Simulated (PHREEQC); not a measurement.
A solution holds 0.019 mol KH2PO4 and 0.017 mol K2HPO4 per kg of water, at 84 °C. Closed to the air; pH follows from the charge balance.

Equilibrium calculation in PHREEQC: ion-association model, phreeqc.dat.

No solid was allowed to form.

Problem. Predict the pH, density.

Solution. pH 6.71; density 0.973 g/cm³.

Problem. In which forms is P present?

Solution. H2PO4- 53 %, HPO4-2 45 %, KHPO4- 1.7 % of the P.

Away from 25 °C the constants follow the database's enthalpies or fits; those with neither stay at their 25 °C values.
